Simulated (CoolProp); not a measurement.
20 sccm (0 °C, 1 atm) of nitrogen bubbles through liquid dimethyl carbonate at 285.7 K and leaves saturated at a total pressure of 0.104 MPa (ideal gas phase). Each further row changes one setting.

Values from CoolProp's reference Helmholtz-energy equation of state, Zhou 2011.

| case | vapour pressure (kPa) | mole fraction of vapour | delivery (mg/min) | delivery (sccm) | change of delivery for a bath 1 K warmer (%) |
|---|---|---|---|---|---|
| as stated | 3.71 | 0.0357 | [?] | 0.739 | [?] |
| bath temperature 290.7 K | [?] | [?] | [?] | [?] | 5.9 |
| total pressure 0.208 MPa | 3.71 | 0.0178 | 1.46 | [?] | 5.9 |

Q: Complete the blanks.

A: 
- as stated, delivery (mg/min): 2.97
- as stated, change of delivery for a bath 1 K warmer (%): 6.1
- bath temperature 290.7 K, vapour pressure (kPa): 4.90
- bath temperature 290.7 K, mole fraction of vapour: 0.0471
- bath temperature 290.7 K, delivery (mg/min): 3.97
- bath temperature 290.7 K, delivery (sccm): 0.989
- total pressure 0.208 MPa, delivery (sccm): 0.363
